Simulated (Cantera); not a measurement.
Charge: 1 mol CF4, 0.058 mol H2, at 848 K and 1.00 bar.

Equilibrium computed with Cantera from the NASA thermochemical tables; the gas is ideal and each condensed phase is pure. Candidate condensed phases: C, C6H6, C7H8, C8H18; 95 gas species. Condensed phases not in the tables: fluorocarbon polymer. Gases not in the tables: C2F6 and larger saturated fluorocarbons. Rates play no part.

Base state: CF4 0.893, HF 0.107 (mole fractions); condensed: C(graphite).

Problem. What changes in the equilibrium state with this change: H2 from 0.058 to 3.5 mol?

Solution. 
```tsv
species	before	after
HF	0.107	0.750
H2	<1e-9	0.219
CH4	<1e-9	0.0309
CF4	0.893	<1e-9
H2F2	8.43e-7	4.16e-5
C(graphite), mol	0.0290	0.835
```
